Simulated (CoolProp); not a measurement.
R152A along the isobar 11900 kPa: Z from the reference equation and from simpler models built on Tc = 113.3 °C, pc = 4517 kPa, ω = 0.275; each cubic takes its own stable root.

Computed with CoolProp (reference Helmholtz-energy equation of state, Outcalt 1996). It is a modified Benedict-Webb-Rubin equation, recast in Helmholtz form.

```
T (°C)          phase  reference
------  -------------  ---------
98.15          liquid     0.3372
114.25  supercritical     0.3465
130.35  supercritical     0.3626
146.45  supercritical     0.3888
162.55  supercritical     0.4296
178.55  supercritical     0.4853
194.65  supercritical     0.5487
210.75  supercritical     0.6099
226.85  supercritical     0.6640
```

Q: How far does each simpler model (Redlich-Kwong, Peng-Robinson) lie from the reference over these 9 states: mean and median of the absolute difference, and the worst?

A: 
- Redlich-Kwong: mean 13.5 %, median 15.3 %, worst +24.0 % at 98.15 °C and 11900 kPa
- Peng-Robinson: mean 11.6 %, median 11.3 %, worst +15.5 % at 162.55 °C and 11900 kPa
